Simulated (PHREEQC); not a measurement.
A column of 0.1 m (40 cells, dispersivity 0.0035 m, 3600 s a shift, diffusion coefficient 3e-10 m²/s) holds 0.11 eq of the database's cation exchanger X per kg of pore water, first in equilibrium with 4.4 mmol/kgw KBr, 49 mmol/kgw CdCl2, 0.34 mmol/kgw Na2SO4 and 0.01 mmol/kgw HCl. It is flushed with 0.00057 mol/kgw MgSO4, 0.088 mol/kgw CaCl2 and 1e-05 mol/kgw HCl, at 25 °C. Values are for the last cell. No CO2 enters from the air. Nothing may precipitate in this run.

Computed with PHREEQC (ion-association model, phreeqc.dat).

| pore volumes | Ca in solution (mol/kgw) | Mg in solution (mol/kgw) | Br in solution (mol/kgw) | Cd in solution (mol/kgw) |
|---|---|---|---|---|
| 0 | 0 | 0 | 0.00440 | 0.0490 |
| 0.2625 | 0 | 0 | 0.00440 | 0.0490 |
| 0.6375 | 9.72e-13 | 1.31e-11 | 0.00411 | 0.0514 |
| 0.8875 | 5.34e-8 | 5.73e-8 | 0.00270 | 0.0631 |
| 1.137 | 5.46e-5 | 7.76e-6 | 0.00120 | 0.0756 |
| 1.387 | 0.00778 | 0.000198 | 0.000410 | (withheld) |
| 1.762 | 0.0703 | 0.000599 | 6.08e-5 | 0.0138 |
| 2.013 | 0.0824 | 0.000596 | 1.52e-5 | 0.00351 |
| 2.263 | (withheld) | 0.000583 | 3.58e-6 | (withheld) |
| 2.638 | 0.0875 | 0.000573 | 3.81e-7 | 0.000109 |
| 2.888 | 0.0878 | 0.000571 | 8.29e-8 | 2.68e-5 |
| 3.138 | 0.0879 | 0.000570 | 1.77e-8 | 6.53e-6 |
| 3.388 | 0.0880 | 0.000570 | 3.75e-9 | 1.59e-6 |
| 3.763 | 0.0880 | 0.000570 | 3.57e-10 | 1.88e-7 |
| 4.013 | 0.0880 | 0.000570 | 7.39e-11 | 4.51e-8 |

Question: What belongs in the gaps?

Answer: 
- 1.387, Cd in solution (mol/kgw): 0.0732
- 2.263, Ca in solution (mol/kgw): 0.0860
- 2.263, Cd in solution (mol/kgw): 0.000880

Complexes and solids missing from the database can't appear.
